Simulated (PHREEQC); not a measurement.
Consider water at 20 °C with 0.0023 mol H2SO4 and 0.0063 mol Al(NO3)3 per kg of water. Closed to the air; pH follows from the charge balance.

Model: ion-association model, phreeqc.dat, run in PHREEQC.

This is a speciation only: nothing precipitates in the calculation.

Problem. Estimate the pH, ionic strength.

Solution. pH 2.41; ionic strength 0.0352 mol/kgw.

Problem. In which forms is S present?

Solution. AlSO4+ 66 %, SO4-2 27 %, HSO4- 5.6 %, Al(SO4)2- 1.3 % of the S.
